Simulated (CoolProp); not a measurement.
The numbers come from the reference Helmholtz-energy equation of state, Lemmon 2005 in CoolProp.

Q: Give the vapour pressure (bar), liquid density (kg/m³), liquid conductivity (mW/(m K)) of saturated R125 at 248.2 K.

A: 
```csv
T (K),p (bar),liquid density (kg/m³),liquid conductivity (mW/(m K))
248.2,2.79,1430,80.7
```

Thermal conductivity comes from a separate model (Perkins 2006).
